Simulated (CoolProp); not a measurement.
Vapour-liquid equilibrium of methanol (1) + dimethyl carbonate (2) at 0.0515 MPa; x and y are mole fractions of (1).

Computed with CoolProp (multi-fluid Helmholtz-energy mixture model, de Reuck 1993 and Zhou 2011; pair parameters Bell 2016).

```json
[
 {"x": "0.05", "bubble temperature (°C)": "63.5", "y at the bubble point": "0.246", "dew temperature at overall composition x (°C)": "69.0", "liquid density (mol/L)": "11.52"},
 {"x": "0.125", "bubble temperature (°C)": "57.5", "y at the bubble point": "0.439", "dew temperature at overall composition x (°C)": "67.0", "liquid density (mol/L)": "12.11"},
 {"x": "0.2", "bubble temperature (°C)": "53.8", "y at the bubble point": "0.543", "dew temperature at overall composition x (°C)": "64.9", "liquid density (mol/L)": "12.70"},
 {"x": "0.275", "bubble temperature (°C)": "51.6", "y at the bubble point": "0.606", "dew temperature at overall composition x (°C)": "62.7", "liquid density (mol/L)": "13.32"},
 {"x": "0.35", "bubble temperature (°C)": "50.1", "y at the bubble point": "0.649", "dew temperature at overall composition x (°C)": "60.4", "liquid density (mol/L)": "14.00"},
 {"x": "0.425", "bubble temperature (°C)": "49.1", "y at the bubble point": "0.680", "dew temperature at overall composition x (°C)": "57.9", "liquid density (mol/L)": "14.73"},
 {"x": "0.5", "bubble temperature (°C)": "48.4", "y at the bubble point": "0.706", "dew temperature at overall composition x (°C)": "55.4", "liquid density (mol/L)": "15.53"},
 {"x": "0.575", "bubble temperature (°C)": "47.9", "y at the bubble point": "0.728", "dew temperature at overall composition x (°C)": "52.7", "liquid density (mol/L)": "16.42"},
 {"x": "0.65", "bubble temperature (°C)": "47.5", "y at the bubble point": "0.751", "dew temperature at overall composition x (°C)": "50.0", "liquid density (mol/L)": "17.40"},
 {"x": "0.725", "bubble temperature (°C)": "47.2", "y at the bubble point": "0.777", "dew temperature at overall composition x (°C)": "47.9", "liquid density (mol/L)": "18.50"},
 {"x": "0.8", "bubble temperature (°C)": "47.1", "y at the bubble point": "0.810", "dew temperature at overall composition x (°C)": "47.1", "liquid density (mol/L)": "19.74"},
 {"x": "0.875", "bubble temperature (°C)": "47.2", "y at the bubble point": "0.857", "dew temperature at overall composition x (°C)": "47.2", "liquid density (mol/L)": "21.13"},
 {"x": "0.95", "bubble temperature (°C)": "47.6", "y at the bubble point": "0.929", "dew temperature at overall composition x (°C)": "47.8", "liquid density (mol/L)": "22.70"}
]
```

y crosses x between x = 0.8 and 0.875: the model has an azeotrope there.

The pair parameters rest on a limited set of measurements; away from them the model extrapolates.
